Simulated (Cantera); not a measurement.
A closed system holds: 1 mol V, 1.7 mol N2O, 31 mol H2, at 2.50 Pa.

Cantera equilibrium calculation (NASA polynomials, part measured and part estimated; ideal gas, pure solids and liquids). Candidate condensed phases: H2O, V, VN, VO, V2O3, V2O4, V2O5; 28 gas species. Mutual solubility and eutectic melting of coexisting phases are not modelled. VO: taken at fixed stoichiometry. Condensed phases not in the tables: the oxides between V2O3 and V2O5 other than VO2. Kinetics and transport are ignored.

x: gas mole fraction; n: condensed amount in mol.

| T (°C) | x H2 | x H | x N2 | x VO2 | x VO | x H2O | x V | n V2O3(s) | n VO(s) |
|---|---|---|---|---|---|---|---|---|---|
| 950 | 0.942 | 5.84e-5 | 0.0520 | 3.42e-9 | 3.66e-11 | 0.00612 | <1e-12 | 0.500 | 0 |
| 1025 | 0.942 | 0.000208 | 0.0520 | 5.28e-8 | 1.05e-9 | 0.00612 | <1e-12 | 0.500 | 0 |
| 1100 | 0.941 | 0.000646 | 0.0520 | 5.99e-7 | 2.07e-8 | 0.00611 | [?] | 0.500 | 0 |
| 1175 | 0.940 | 0.00179 | 0.0519 | 5.23e-6 | 2.96e-7 | 0.00611 | [?] | 0.500 | 0 |
| 1250 | 0.938 | 0.00448 | 0.0519 | 3.66e-5 | 3.23e-6 | 0.00608 | [?] | 0.499 | 0 |
| 1325 | 0.932 | 0.0103 | 0.0517 | 0.000211 | 2.80e-5 | 0.00599 | [?] | 0.496 | 0 |
| 1400 | 0.918 | 0.0218 | 0.0513 | 0.00120 | 0.000171 | 0.00793 | [?] | 0.397 | 0.160 |
| 1475 | 0.889 | 0.0431 | 0.0505 | 0.00600 | 0.000862 | 0.0106 | [?] | 0.141 | 0.486 |
| 1550 | 0.847 | 0.0798 | 0.0490 | 0.0133 | 0.00378 | 0.00690 | [?] | 0 | 0.405 |
| 1625 | 0.783 | 0.138 | 0.0470 | 0.0162 | 0.0108 | 0.00361 | [?] | 0 | 0 |
| 1700 | 0.699 | 0.226 | 0.0447 | 0.0150 | 0.0106 | 0.00391 | [?] | 0 | 0 |
| 1775 | 0.586 | 0.343 | 0.0418 | 0.0137 | 0.0102 | 0.00394 | [?] | 0 | 0 |
| 1850 | 0.452 | 0.483 | 0.0382 | 0.0121 | 0.00956 | 0.00358 | 0.000806 | 0 | 0 |

Fill in the missing entries.


- 1100, x V: 2.32e-11
- 1175, x V: 6.42e-10
- 1250, x V: 1.27e-8
- 1325, x V: 1.91e-7
- 1400, x V: 1.41e-6
- 1475, x V: 8.13e-6
- 1550, x V: 7.88e-5
- 1625, x V: 0.000583
- 1700, x V: 0.000672
- 1775, x V: 0.000746
